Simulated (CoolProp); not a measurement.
n-perfluoropentane along the isotherm 338.7 K: fugacity coefficient from the reference equation and from simpler models built on Tc = 421.0 K, pc = 20.63 bar, ω = 0.436; each cubic takes its own stable root.

Computed with CoolProp (reference Helmholtz-energy equation of state, Gao 2022).

| p (bar) | phase | reference | van der Waals | Redlich-Kwong | Peng-Robinson |
|---|---|---|---|---|---|
| 0.163 | gas | 0.9943 | 0.9961 | 0.9950 | 0.9940 |
| 0.275 | gas | 0.9903 | 0.9934 | 0.9916 | 0.9899 |
| 0.464 | gas | 0.9836 | 0.9888 | 0.9859 | 0.9829 |
| 0.784 | gas | 0.9723 | 0.9811 | 0.9762 | 0.9712 |
| 1.32 | gas | 0.9534 | 0.9683 | 0.9599 | 0.9516 |
| 2.23 | gas | 0.9212 | 0.9464 | 0.9325 | 0.9185 |
| 3.77 | liquid | 0.7627 | 0.9094 | 0.8862 | 0.7601 |
| 6.36 | liquid | 0.4604 | 0.8467 | 0.7043 | 0.4585 |
| 10.7 | liquid | 0.2821 | 0.6279 | 0.4339 | 0.2806 |
| 18.1 | liquid | 0.1756 | 0.4040 | 0.2724 | 0.1743 |
| 30.6 | liquid | 0.1132 | 0.2745 | 0.1780 | 0.1119 |
| 51.6 | liquid | 0.07753 | 0.2037 | 0.1242 | 0.07608 |

At some of these states van der Waals, Redlich-Kwong gives the other phase, because its saturation line lies elsewhere.
